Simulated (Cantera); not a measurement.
An isothermal, constant-pressure homogeneous reactor starts with 1.33 % CO, 1.99 % O2, 1.71 % H2O, 95.0 % N2, at 1173 K and 10.0 bar.

Model: GRI-Mech 3.0 (53 species, 325 reactions), integrated in Cantera.

x: mole fraction; the columns are a selection and need not sum to one.

| t (s) | x CO | x O2 | x H2O | x OH | x H2O2 |
|---|---|---|---|---|---|
| 0.000800 | 0.0133 | 0.0199 | 0.0171 | 8.61e-8 | 2.48e-8 |
| 0.00295 | 0.0125 | 0.0196 | 0.0171 | 9.73e-7 | 1.65e-6 |
| 0.0109 | 0.00958 | 0.0181 | 0.0171 | 9.43e-7 | 1.37e-6 |
| 0.0400 | [?] | [?] | 0.0171 | [?] | [?] |
| 0.147 | 0.000715 | 0.0137 | 0.0172 | 3.61e-7 | 5.68e-8 |
| 0.543 | 5.31e-5 | 0.0134 | 0.0172 | 1.62e-7 | 1.32e-9 |
| 2.00 | [?] | 0.0134 | 0.0172 | 2.53e-7 | 1.29e-10 |
| 7.37 | 3.35e-10 | 0.0134 | 0.0172 | 2.42e-7 | 1.18e-10 |
| 27.1 | 3.35e-10 | 0.0134 | 0.0172 | 2.42e-7 | 1.18e-10 |
| 100 | 3.35e-10 | 0.0134 | 0.0172 | 2.42e-7 | 1.18e-10 |

Question: Fill in the missing entries.

Answer: 
- 0.0400, x CO: 0.00417
- 0.0400, x O2: 0.0154
- 0.0400, x OH: 7.34e-7
- 0.0400, x H2O2: 5.65e-7
- 2.00, x CO: 4.87e-8
